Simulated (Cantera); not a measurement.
A perfectly stirred reactor is fed with CO : H₂ : CH₄ : O₂ : N₂ = 1 : 0.045 : 0.95 : 6.06 : 22.8 (molar parts), equivalence ratio 0.40, at 0.859 atm; it is adiabatic with a 823 K inlet, and is followed from long to short residence time, starting on the burning branch (τ in s: 0.13, 0.04, 0.012, 0.0039, 0.0012, 0.00039, 0.00012, 3.8e-05, 1.2e-05).

Computed with Cantera and GRI-Mech 3.0 (53 species, 325 reactions).

x: mole fraction; the columns are a selection and need not sum to one.

```json
[
 {"τ (s)": "0.13", "T (K)": "1771", "x CO": "0.000361", "x H₂": "5.21e-5", "x CH₄": "5.32e-6", "x CH₂CO": "1.62e-10", "x C₂H": "<1e-12", "x CO₂": "0.0639", "x HO₂": "1.25e-6"},
 {"τ (s)": "0.040", "T (K)": "1764", "x CO": "0.000785", "x H₂": "0.000110", "x CH₄": "1.11e-5", "x CH₂CO": "4.53e-10", "x C₂H": "<1e-12", "x CO₂": "0.0634", "x HO₂": "2.34e-6"},
 {"τ (s)": "0.012", "T (K)": "1749", "x CO": "0.00173", "x H₂": "0.000233", "x CH₄": "2.32e-5", "x CH₂CO": "1.18e-9", "x C₂H": "<1e-12", "x CO₂": "0.0624", "x HO₂": "4.63e-6"},
 {"τ (s)": "0.0039", "T (K)": "1723", "x CO": "0.00355", "x H₂": "0.000456", "x CH₄": "4.71e-5", "x CH₂CO": "2.85e-9", "x C₂H": "<1e-12", "x CO₂": "0.0604", "x HO₂": "8.63e-6"},
 {"τ (s)": "0.0012", "T (K)": "1672", "x CO": "___", "x H₂": "___", "x CH₄": "___", "x CH₂CO": "___", "x C₂H": "<1e-12", "x CO₂": "0.0562", "x HO₂": "___"},
 {"τ (s)": "0.00039", "T (K)": "1586", "x CO": "0.0155", "x H₂": "0.00144", "x CH₄": "0.000300", "x CH₂CO": "3.10e-8", "x C₂H": "1.65e-12", "x CO₂": "0.0476", "x HO₂": "2.88e-5"},
 {"τ (s)": "0.00012", "T (K)": "823", "x CO": "0.0324", "x H₂": "0.00146", "x CH₄": "0.0308", "x CH₂CO": "<1e-12", "x C₂H": "<1e-12", "x CO₂": "5.86e-12", "x HO₂": "1.85e-12"},
 {"τ (s)": "3.8e-5", "T (K)": "823", "x CO": "0.0324", "x H₂": "0.00146", "x CH₄": "0.0308", "x CH₂CO": "<1e-12", "x C₂H": "<1e-12", "x CO₂": "1.77e-12", "x HO₂": "<1e-12"},
 {"τ (s)": "1.2e-5", "T (K)": "823", "x CO": "0.0324", "x H₂": "0.00146", "x CH₄": "0.0308", "x CH₂CO": "<1e-12", "x C₂H": "<1e-12", "x CO₂": "<1e-12", "x HO₂": "<1e-12"}
]
```

Task: What belongs in the gaps?

Result: 
- 0.0012, x CO: 0.00748
- 0.0012, x H₂: 0.000856
- 0.0012, x CH₄: 0.000108
- 0.0012, x CH₂CO: 8.02e-9
- 0.0012, x HO₂: 1.60e-5
